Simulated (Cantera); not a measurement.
A perfectly stirred reactor is fed with NO : N2 = 1 : 0.63 (molar parts), at 0.0148 atm; it is held at 1675 K, and followed from long to short residence time.

Detailed kinetics in Cantera: GRI-Mech 3.0 (53 species, 325 reactions). Radical loss at walls, strong at low pressure, is not modelled.

Problem. What does this change do: NO 1 to 4.5 parts?

Solution. 
```tsv
quantity	before	after
x(NO) at τ = 27.0 s	0.590	0.831
x(O) at τ = 27.0 s	4.45e-5	5.95e-5
x(O2) at τ = 27.0 s	0.0117	0.0229
x(N2) at τ = 27.0 s	0.398	0.146
x(N2O) at τ = 27.0 s	0.000112	0.000214
x(NO) at τ = 70.0 ms	0.613	0.877
x(O) at τ = 70.0 ms	1.39e-5	2.12e-5
x(O2) at τ = 70.0 ms	6.36e-6	1.73e-5
x(N2) at τ = 70.0 ms	0.387	0.123
x(N2O) at τ = 70.0 ms	2.28e-5	4.64e-5
```
